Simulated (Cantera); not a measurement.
A Cantera script and its output.

```python
import numpy as np
import cantera as ct

gas = ct.Solution("gri30.yaml")


def delay(T, t_max=10):
    gas.TPX = T, 500000, {'CH4': 1, 'O2': 2.02, 'N2': 7.6}
    reactor = ct.IdealGasConstPressureReactor(gas, clone=False)
    net = ct.ReactorNet([reactor])
    net.rtol, net.atol = 1e-8, 1e-16
    while net.time < t_max:
        t_old, T_old = net.time, reactor.T
        net.step()
        if reactor.T > T + 400:  # ignition: a rise of 400 K
            return t_old + (T + 400 - T_old) / (reactor.T - T_old) * (net.time - t_old)
    return np.nan


taus = []
for T in [1250, 1325, 1400, 1475, 1550, 1625, 1700, 1775, 1850]:
    taus.append(delay(T))
    print(f"T0 = {T:6g} K   tau = {taus[-1]:.4e} s")
```

Result:

```
T0 =   1250 K   tau = 5.2994e-03 s
T0 =   1325 K   tau = 2.1688e-03 s
T0 =   1400 K   tau = 9.4025e-04 s
T0 =   1475 K   tau = 4.2996e-04 s
T0 =   1550 K   tau = 2.0740e-04 s
T0 =   1625 K   tau = 1.0591e-04 s
T0 =   1700 K   tau = 5.7460e-05 s
T0 =   1775 K   tau = 3.3127e-05 s
T0 =   1850 K   tau = 2.0219e-05 s
```

Computed with Cantera and GRI-Mech 3.0 (53 species, 325 reactions).
